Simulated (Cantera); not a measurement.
Cantera run, input and output.

```python
import numpy as np
import cantera as ct

gas = ct.Solution("gri30.yaml")
gas.TPX = 675, 52000, {'CO': 1, 'H2': 0.71, 'CH4': 1, 'O2': 4.84, 'N2': 58.1, 'H2O': 9.1}
inlet = ct.Reservoir(gas, clone=True)
gas.equilibrate("HP")  # start burning
reactor = ct.IdealGasConstPressureReactor(gas, energy="on", clone=False)
exhaust = ct.Reservoir(gas, clone=True)
tau = [0.094, 0.039, 0.016, 0.0066, 0.0027, 0.0011, 0.00047, 0.00019, 7.9e-05, 3.3e-05][0]
for a, b in ((inlet, reactor), (reactor, exhaust)):
    ct.MassFlowController(a, b, mdot=lambda t: reactor.mass / tau)
net = ct.ReactorNet([reactor])
show = ['CO', 'H2', 'CH4', 'C2H4', 'H', 'CH3', 'O']

rows = []
print(f"{'tau/s':>10s}{'T/K':>9s}" + "".join(f"{s:>11s}" for s in show))
for tau in [0.094, 0.039, 0.016, 0.0066, 0.0027, 0.0011, 0.00047, 0.00019, 7.9e-05, 3.3e-05]:
    net.initial_time = 0.0
    net.advance(30 * tau)
    before = gas.X
    net.advance(40 * tau)
    drift = np.max(np.abs(gas.X - before) / (gas.X + 1e-9))
    rows.append([gas.T, *gas[show].X, drift])
    print(f"{tau:10.3e}{gas.T:9.1f}" + "".join(f"{x:11.3e}" for x in gas[show].X))
```

Result:

```
     tau/s      T/K         CO         H2        CH4       C2H4          H        CH3          O
 9.400e-02   1152.9  1.850e-03  3.503e-04  1.267e-04  3.994e-07  1.958e-05  5.731e-06  2.428e-05
 3.900e-02    675.0  1.338e-02  9.498e-03  1.338e-02 -1.174e-19  1.241e-16  1.026e-13  1.303e-15
 1.600e-02    675.0  1.338e-02  9.498e-03  1.338e-02  3.648e-24  1.027e-16  6.975e-14  1.292e-15
 6.600e-03    675.0  1.338e-02  9.498e-03  1.338e-02  4.517e-25  8.265e-17  3.912e-14  1.268e-15
 2.700e-03    675.0  1.338e-02  9.498e-03  1.338e-02  3.998e-26  6.741e-17  1.830e-14  1.216e-15
 1.100e-03    675.0  1.338e-02  9.498e-03  1.338e-02  4.414e-27  5.560e-17  7.392e-15  1.107e-15
 4.700e-04    675.0  1.338e-02  9.498e-03  1.338e-02  1.343e-28  4.401e-17  2.727e-15  9.214e-16
 1.900e-04    675.0  1.338e-02  9.498e-03  1.338e-02  2.406e-30  2.964e-17  7.952e-16  6.401e-16
 7.900e-05    675.0  1.338e-02  9.498e-03  1.338e-02  2.775e-31  1.704e-17  2.005e-16  3.764e-16
 3.300e-05    675.0  1.338e-02  9.498e-03  1.338e-02  1.064e-32  8.450e-18  4.598e-17  1.891e-16
```

Model: GRI-Mech 3.0 (53 species, 325 reactions), integrated in Cantera.
